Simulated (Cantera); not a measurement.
Charge: 1 mol PbO, 0.32 mol O₂, 19 mol N₂, equilibrated at 325 °C and 0.100 bar.

Equilibrium computed with Cantera from the NASA thermochemical tables; the gas is ideal and each condensed phase is pure. Candidate condensed phases: Pb, PbO, PbO₂, Pb₃O₄; 12 gas species. Equilibrium is a limit: real reactors are often held back by kinetics, nucleation or transport.

Base state: N₂ 0.983, O₂ 0.0166 (mole fractions); condensed: PbO(red).

What changes in the equilibrium state with this change: temperature from 325 °C to 225 °C?


| species | before | after |
|---|---|---|
| N₂ | 0.983 | 0.992 |
| O₂ | 0.0166 | 0.00801 |
| PbO(red), mol | 1.00 | 0 |
| Pb₃O₄(s), mol | 0 | 0.333 |
